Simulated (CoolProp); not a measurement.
Vapour-liquid equilibrium of R134a (1) + R123 (2) at 321.5 K; x and y are mole fractions of (1).

The numbers come from the multi-fluid Helmholtz-energy mixture model, Tillner-Roth 1994 and Younglove 1994; pair parameters Bell 2016 in CoolProp.

| x | bubble pressure, mixture model (MPa) | bubble pressure, Raoult's law (MPa) | y, mixture model | y, Raoult's law |
|---|---|---|---|---|
| 0.05 | 0.2642 | 0.2550 | … | 0.248 |
| 0.2 | 0.4453 | 0.4143 | 0.602 | 0.610 |
| 0.35 | 0.6133 | 0.5737 | … | 0.771 |
| 0.5 | 0.7672 | 0.7330 | 0.828 | 0.862 |
| 0.65 | 0.9117 | 0.8923 | 0.886 | 0.921 |
| 0.8 | … | 1.052 | 0.934 | 0.962 |
| 0.95 | 1.209 | 1.211 | 0.983 | 0.992 |

Question: Some entries are withheld; supply them.

Answer: 
- 0.05, y, mixture model: 0.257
- 0.35, y, mixture model: 0.746
- 0.8, bubble pressure, mixture model (MPa): 1.055

The largest gap from Raoult's law is +7.5 % in bubble pressure, at x = 0.2. No azeotrope shows between x = 0.05 and 0.95.

Pair parameters are fitted to limited data, so mixtures are less certain than the pure fluids.
